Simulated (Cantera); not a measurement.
# Silicon oxide and oxynitride deposition: Si₂H₆ + O₃ + N₂ + NO

Input: 1 mol Si₂H₆, 0.7 mol O₃, 3.7 mol N₂, 0.64 mol NO, held at 28.0 Pa.

Method: chemical equilibrium by Gibbs-energy minimisation in Cantera with the NASA 1993 tables (ideal gas, pure condensed phases). Candidate condensed phases: H₂O, Si, SiO₂, Si₂N₂O, Si₃N₄; 35 gas species. The feed counts by its element totals alone. Mutual solubility and eutectic melting of coexisting phases are not modelled. Rates play no part.

| T (K) | x N₂ | x H₂ | x H₂O | x NH₃ | n SiO₂(α-quartz) | n Si₂N₂O(s) | n SiO₂(β-quartz) |
|---|---|---|---|---|---|---|---|
| 600 | 0.545 | 0.455 | 1.03e-7 | 2.64e-6 | 1.16 | 0.420 | 0 |
| 650 | 0.545 | 0.455 | 2.09e-7 | 1.19e-6 | 1.16 | 0.420 | 0 |
| 700 | 0.545 | 0.455 | 3.82e-7 | 5.94e-7 | 1.16 | 0.420 | 0 |
| 750 | 0.545 | 0.455 | 6.40e-7 | 3.24e-7 | 1.16 | 0.420 | 0 |
| 800 | 0.545 | 0.455 | 1.00e-6 | 1.89e-7 | 1.16 | 0.420 | 0 |
| 850 | 0.545 | 0.455 | 1.47e-6 | 1.18e-7 | 0 | 0.420 | 1.16 |
| 900 | 0.545 | 0.455 | 2.06e-6 | 7.68e-8 | 0 | 0.420 | 1.16 |
| 950 | 0.545 | 0.455 | 2.78e-6 | 5.23e-8 | 0 | 0.420 | 1.16 |
| 1000 | 0.545 | 0.455 | 3.64e-6 | 3.69e-8 | 0 | 0.420 | 1.16 |
| 1050 | 0.545 | 0.455 | 4.62e-6 | 2.69e-8 | 0 | 0.420 | 1.16 |
| 1100 | 0.545 | 0.455 | 5.74e-6 | 2.01e-8 | 0 | 0.420 | 1.16 |
x: gas mole fraction; n: condensed amount in mol.

From 600 K to 800 K the condensed part is SiO₂(α-quartz) + Si₂N₂O(s). From 850 K to 1100 K the condensed part is SiO₂(β-quartz) + Si₂N₂O(s).
